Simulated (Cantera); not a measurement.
## Catalytic stagnation flow on Pt

A jet of 5.54 % CH₄, 13.3 % O₂, 81.1 % N₂ at 300 K and 46.5 Torr hits a platinum plate 7.7 cm away at a mass flux of 0.033 kg/m²/s; the plate temperature is set and raised in steps from an oxygen-covered start.

Cantera simulation using Deutschmann's 1995 Pt surface mechanism with GRI-Mech 3.0 gas chemistry; the numbers are that mechanism's predictions, not measurements. Catalytic surfaces can have several steady states; this one follows from the mechanism file's or the stated starting coverage.

```tsv
plate T (K)	wall x CH₄	wall x O₂	wall x H₂O	wall x OH	wall x CO	wall x CO₂	θ free Pt	θ O*	θ OH*
850	0.0404	0.101	0.0284	1.26e-8	1.17e-5	0.0185	0.163	0.835	0.00129
900	0.0293	0.0775	0.0491	4.81e-8	1.25e-5	0.0322	0.242	0.756	0.00157
950	0.0201	0.0580	0.0661	1.46e-7	1.23e-5	0.0435	0.330	0.669	0.00163
1000	0.0141	0.0454	0.0770	3.85e-7	1.21e-5	0.0508	0.418	0.581	0.00154
1050	0.0104	0.0376	0.0837	8.97e-7	1.24e-5	0.0553	0.501	0.497	0.00137
1100	0.00805	0.0328	0.0877	1.90e-6	1.33e-5	0.0581	0.578	0.420	0.00119
1150	0.00656	0.0298	0.0902	3.71e-6	1.48e-5	0.0598	0.648	0.351	0.00102
```
x: mole fraction at the wall; θ: surface coverage.
